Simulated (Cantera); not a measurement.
An isothermal, constant-pressure homogeneous reactor starts with 12.2 % NO, 87.8 % N2, at 1948 K and 170000 Pa.

Computed with Cantera and GRI-Mech 3.0 (53 species, 325 reactions).

Q: Predict: x(NO) at 10.0 s; x(N2) at 10.0 s; x(O2) at 10.0 s; x(O) at 10.0 s; x(N2O) at 10.0 s.

A: 
| Quantity | Result |
|---|---|
| x(NO) at 10.0 s | 0.00747 (gas-phase equilibrium 0.00384) |
| x(N2) at 10.0 s | 0.935 (gas-phase equilibrium 0.937) |
| x(O2) at 10.0 s | 0.0572 (gas-phase equilibrium 0.0590) |
| x(O) at 10.0 s | 8.20e-5 (gas-phase equilibrium 8.32e-5) |
| x(N2O) at 10.0 s | 3.22e-7 (gas-phase equilibrium 3.08e-7) |
